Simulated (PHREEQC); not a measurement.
Solution (25 °C): 20 mmol/kgw HF, 0.32 mmol/kgw KF and 0.21 mmol/kgw H4SiO4. Closed to the air; pH follows from the charge balance.

All values are PHREEQC results (ion-association model, phreeqc.dat), not measurements.

**Question.** The ionic strength comes out as 0.00411 mol/kgw. What activity coefficients do HF2-, F-, H+, SiF6-2, K+ get?

**Answer.** HF2- 0.93, F- 0.93, H+ 0.94, SiF6-2 0.76, K+ 0.93.

Precipitation was switched off in this run. Complexes and solids missing from the database can't appear. SiF6-2 is the database's only silicon fluoride.
